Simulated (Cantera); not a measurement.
Input: 1 mol Si2H6, 0.61 mol HCl, 17 mol N2, equilibrated at 1202 °C and 0.100 bar.

Cantera equilibrium calculation (NASA polynomials, part measured and part estimated; ideal gas, pure solids and liquids). Candidate condensed phases: NH4Cl, Si, Si3N4; 28 gas species. The feed counts by its element totals alone. N2 is the only nitrogen source here; it is nearly inert below about 1500 K, so the nitride shown seldom forms there in practice. Kinetics and transport are ignored.

Base state: N2 0.813, H2 0.156, HCl 0.0314, SiCl2 9.97e-5, H 1.62e-5 (mole fractions); condensed: Si3N4(s).

Question: What changes in the equilibrium state with this change: Si2H6 replaced by SiH4?

Answer: 
| species | before | after |
|---|---|---|
| N2 | 0.813 | 0.862 |
| H2 | 0.156 | 0.106 |
| HCl | 0.0314 | 0.0318 |
| SiCl2 | 9.97e-5 | 0.000145 |
| SiCl3 | 7.36e-6 | 1.32e-5 |
| H | 1.62e-5 | 1.33e-5 |
| Si3N4(s), mol | 0.666 | 0.332 |
The tables' values for SiCl3 are old estimates; treat these amounts as uncertain.
